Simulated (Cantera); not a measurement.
Input (Python, Cantera) and output of one run.

```python
import numpy as np
import cantera as ct

gas_names = """
    HF H2 F2 Ca
""".split()
cond_names = """
    Ca(a) Ca(b) Ca(L) CaF2(a) CaF2(b) CaF2(L)
""".split()


# ... load() reads the species with a 1 bar reference pressure and builds the phases ...
species = {s.name: s for s in load("nasa_gas.yaml", gas_names) + load("nasa_condensed.yaml", cond_names)}
# Each term lists the table entries of one substance; the one whose range holds T is used.
reactions = {
    '2 HF(g) + Ca = CaF2 + H2(g)':
        [(-2, ['HF']), (-1, ['Ca(a)', 'Ca(b)', 'Ca(L)']), (1, ['CaF2(a)', 'CaF2(b)', 'CaF2(L)']), (1, ['H2'])],
    'CaF2 = F2(g) + Ca(g)':
        [(-1, ['CaF2(a)', 'CaF2(b)', 'CaF2(L)']), (1, ['F2']), (1, ['Ca'])],
}


def pick(names, T):
    return next(species[n] for n in names if species[n].thermo.min_temp <= T <= species[n].thermo.max_temp)


results = []
for label, terms in reactions.items():
    print(label)
    print("     T/K   dH/kJ  dS/(J/K)   dG/kJ   log10 K")
    for T in [300, 2075, 2125, 2175, 2225, 2275, 2325]:
        used = [(nu, pick(names, T)) for nu, names in terms]
        dH = sum(nu * s.thermo.h(T) for nu, s in used) / 1e6
        dS = sum(nu * s.thermo.s(T) for nu, s in used) / 1e3
        dG = dH - T * dS / 1e3
        logK = -dG * 1e6 / (ct.gas_constant * T * np.log(10))
        results.append((label, T, dH, dS, dG, logK, [s.name for _, s in used]))
        print(f"{T:8g} {dH:8.1f} {dS:8.1f} {dG:8.1f} {logK:8.2f}")
```

Output:

```
2 HF(g) + Ca = CaF2 + H2(g)
     T/K   dH/kJ  dS/(J/K)   dG/kJ   log10 K
     300   -680.8   -190.8   -623.5   108.57
    2075   -603.3   -129.5   -334.6     8.42
    2125   -601.9   -128.8   -328.1     8.07
    2175   -600.5   -128.2   -321.7     7.73
    2225   -599.1   -127.6   -315.3     7.40
    2275   -597.7   -126.9   -308.9     7.09
    2325   -596.4   -126.3   -302.6     6.80
CaF2 = F2(g) + Ca(g)
     T/K   dH/kJ  dS/(J/K)   dG/kJ   log10 K
     300   1403.7    289.0   1317.0  -229.30
    2075   1303.0    207.5    872.4   -21.96
    2125   1301.0    206.5    862.1   -21.19
    2175   1299.0    205.6    851.8   -20.46
    2225   1297.0    204.7    841.5   -19.76
    2275   1295.0    203.8    831.3   -19.09
    2325   1293.0    202.9    821.2   -18.45
```

Cantera with NASA thermochemical tables; ideal gases at 1 bar, condensed phases pure. Condensed species are held in their standard states even where they would react or evaporate.
